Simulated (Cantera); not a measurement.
Feed: 1 mol MgO, 1.4 mol H₂S, 3.3 mol H₂O, at 97.5 Torr.

Equilibrium computed with Cantera from the NASA thermochemical tables; the gas is ideal and each condensed phase is pure. Candidate condensed phases: H₂O, H₂SO₄, Mg, MgO, Mg(OH)₂, MgS, MgSO₄, S; 26 gas species. Gases not in the tables: S₃ to S₇. The numbers say what is thermodynamically allowed, not how fast it happens. All values below are at 1123 K.

Base state: H₂O 0.672, H₂S 0.214, H₂ 0.0767, S₂ 0.0349, SO₂ 0.00212, S₂O 0.000124, SH 0.000113, SO 1.08e-5 (mole fractions); condensed: MgO(s).

Task: What changes in the equilibrium state with this change: pressure from 97.5 Torr to 248 Torr?

Result: 
| species | before | after |
|---|---|---|
| H₂O | 0.672 | 0.678 |
| H₂S | 0.214 | 0.233 |
| H₂ | 0.0767 | 0.0598 |
| S₂ | 0.0349 | 0.0268 |
| SO | 1.08e-5 | 7.70e-6 |
| SH | 0.000113 | 8.76e-5 |
| SO₂ | 0.00212 | 0.00195 |
| S₂O | 0.000124 | 0.000123 |
| MgO(s), mol | 1.00 | 1.00 |
